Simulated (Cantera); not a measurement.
An isothermal, constant-pressure homogeneous reactor starts with 68.5 % CH₄, 31.5 % CO₂, at 1650 K and 6.10 bar.

Detailed kinetics in Cantera: GRI-Mech 3.0 (53 species, 325 reactions). GRI-Mech 3.0 stops at C3 and has no aromatics, soot or wall deposition, so with more carbon than oxygen in the feed, carbon stays in small species such as C2H2 where larger ones or solid carbon would form.

x: mole fraction; the columns are a selection and need not sum to one.

| t (s) | x CH₄ | x CO₂ | x C₂H | x O | x CH₂O |
|---|---|---|---|---|---|
| 0.000300 | 0.660 | 0.313 | 2.46e-10 | <1e-12 | 8.38e-6 |
| 0.00101 | 0.590 | 0.300 | 3.33e-9 | 1.10e-12 | 7.35e-6 |
| 0.00341 | 0.441 | 0.258 | 1.34e-8 | 1.83e-12 | 4.04e-6 |
| 0.0115 | ? | ? | ? | 3.17e-12 | ? |
| 0.0387 | ? | ? | ? | 5.23e-12 | ? |
| 0.131 | 0.100 | 0.0250 | 3.37e-8 | 4.97e-12 | 9.53e-7 |
| 0.440 | 0.101 | 0.0158 | 2.26e-8 | 3.32e-12 | 6.32e-7 |
| 1.48 | 0.0965 | 0.00552 | 1.41e-8 | 1.29e-12 | 4.84e-7 |
| 5.00 | 0.0920 | 0.000480 | 1.07e-8 | <1e-12 | 4.56e-7 |

Problem. What belongs in the gaps?

Solution. 
- 0.0115, x CH₄: 0.255
- 0.0115, x CO₂: 0.168
- 0.0115, x C₂H: 2.59e-8
- 0.0115, x CH₂O: 2.14e-6
- 0.0387, x CH₄: 0.121
- 0.0387, x CO₂: 0.0513
- 0.0387, x C₂H: 3.78e-8
- 0.0387, x CH₂O: 1.37e-6
